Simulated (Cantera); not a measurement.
What does this Cantera script print?

```python
import numpy as np
import cantera as ct

gas_names = [...]  # 113 gases of nasa_gas.yaml made of C, Cu, H, O
cond_names = """
    C(gr) C6H6(L) C7H8(L) C8H18(L),n-octa Cu(cr) Cu(L) CuO(s) CuO2H2(s) Cu2O(s) Cu2O(L) H2O(s) H2O(L)
""".split()


# ... load() reads the species with a 1 bar reference pressure and builds the phases ...
atoms = {
    'Cu2O': {'Cu': 2, 'O': 1},
    'C': {'C': 1},
    'H2': {'H': 2},
}
top_T = {'C(gr)': 4500, 'CuO(s)': 1390}  # K; cautious upper limits of use, not melting points


# ... equilibrate(T, P, feed) seeds the gas with the atoms and calls Mixture.equilibrate('TP', solver="vcs", rtol=1e-11, max_steps=5000) ...
results = []
feed = {'Cu2O': 1, 'C': 0.8, 'H2': 0.46}  # mol
T = 1025  # K
P = 620  # Pa
mix = equilibrate(T, P, feed)
results.append((T, P, feed, dict(zip(mix.species_names, mix.species_moles))))
print(gas.report(threshold=1e-06))
for i in range(1, mix.n_phases):
    print(f"{mix.phase(i).name:16s} {mix.phase_moles(i):12.5e} mol")
```

It prints:

```
       temperature   1025 K
          pressure   620 Pa
           density   0.0015321 kg/m^3
  mean mol. weight   21.06 kg/kmol
   phase of matter   gas

                          1 kg             1 kmol
                     ---------------   ---------------
          enthalpy       -4.2401e+06       -8.9295e+07  J
   internal energy       -4.6448e+06       -9.7818e+07  J
           entropy             12770        2.6893e+05  J/K
    Gibbs function       -1.7329e+07       -3.6495e+08  J
 heat capacity c_p            1665.3             35070  J/K
 heat capacity c_v            1270.5             26756  J/K

                      mass frac. Y      mole frac. X     chem. pot. / RT
                     ---------------   ---------------   ---------------
                CO           0.70001           0.52631            -44.36
               CO2           0.22696           0.10861           -81.948
                H2           0.03015           0.31496           -23.806
               H2O          0.042876          0.050123           -61.394
     [ +109 minor]         2.102e-07        2.8439e-07

C(gr)             0.00000e+00 mol
Cu(cr)            2.00000e+00 mol
CuO(s)            0.00000e+00 mol
CuO2H2(s)         0.00000e+00 mol
Cu2O(s)           0.00000e+00 mol
```

These are equilibrium values from Cantera (NASA tables, ideal gas, pure condensed phases), not measurements of a reactor.
